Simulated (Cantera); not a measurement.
Feed: 1 mol CuO, 31 mol HF, at 39000 Pa.

Method: chemical equilibrium by Gibbs-energy minimisation in Cantera with the NASA 1993 tables (ideal gas, pure condensed phases). Candidate condensed phases: Cu, CuF2, CuO, Cu(OH)2, Cu2O, H2O; 27 gas species. Mutual solubility and eutectic melting of coexisting phases are not modelled. The numbers say what is thermodynamically allowed, not how fast it happens.

Q: What share of the Cu ends up in condensed phases as a function of T (K), at 1025, 1125, 1225, 1325, 1425, 1525, 1625, 1725?

A: 
```json
[
 {"T (K)": "1025", "Cu condensed (%)": "99.8", "as": "CuF2(s) + CuO(s) + Cu2O(s)"},
 {"T (K)": "1125", "Cu condensed (%)": "97.0", "as": "CuF2(l) + Cu2O(s)"},
 {"T (K)": "1225", "Cu condensed (%)": "93.7", "as": "Cu2O(s)"},
 {"T (K)": "1325", "Cu condensed (%)": "86.3", "as": "Cu2O(s)"},
 {"T (K)": "1425", "Cu condensed (%)": "70.0", "as": "Cu2O(s)"},
 {"T (K)": "1525", "Cu condensed (%)": "38.5", "as": "Cu2O(l)"},
 {"T (K)": "1625", "Cu condensed (%)": "0.0", "as": "-"},
 {"T (K)": "1725", "Cu condensed (%)": "0.0", "as": "-"}
]
```
